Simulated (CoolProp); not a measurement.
Vapour-liquid equilibrium of n-perfluorobutane (1) + R365MFC (2) at 76.45 °C; x and y are mole fractions of (1).

Computed with CoolProp (multi-fluid Helmholtz-energy mixture model, Gao 2022 and Lemmon 2016; pair parameters Bell 2016).

```
x      bubble pressure, mixture model (bar)  bubble pressure, Raoult's law (bar)  y, mixture model  y, Raoult's law
-----  ------------------------------------  -----------------------------------  ----------------  ---------------
0.05                                  4.425                                3.564               [?]            0.150
0.125                                 5.814                                4.124             0.468            0.323
0.2                                     [?]                                4.684             0.558            0.455
0.275                                 7.510                                5.245             0.613            0.559
0.35                                    [?]                                5.805             0.652            0.643
0.425                                 8.501                                6.365               [?]            0.712
0.5                                   8.888                                6.925             0.713            0.770
0.575                                   [?]                                7.485               [?]            0.819
0.65                                  9.573                                8.046               [?]            0.861
0.725                                 9.883                                8.606             0.810            0.898
0.8                                   10.16                                9.166             0.851            0.930
0.875                                 10.41                                9.726             0.899            0.959
0.95                                  10.59                                10.29             0.956            0.984
```

### Question
What belongs in the gaps?

### Answer

- 0.05, y, mixture model: 0.285
- 0.2, bubble pressure, mixture model (bar): 6.795
- 0.35, bubble pressure, mixture model (bar): 8.056
- 0.425, y, mixture model: 0.684
- 0.575, bubble pressure, mixture model (bar): 9.242
- 0.575, y, mixture model: 0.743
- 0.65, y, mixture model: 0.775

The largest gap from Raoult's law is +45.1 % in bubble pressure, at x = 0.2. No azeotrope shows between x = 0.05 and 0.95.

The pair parameters rest on a limited set of measurements; away from them the model extrapolates.
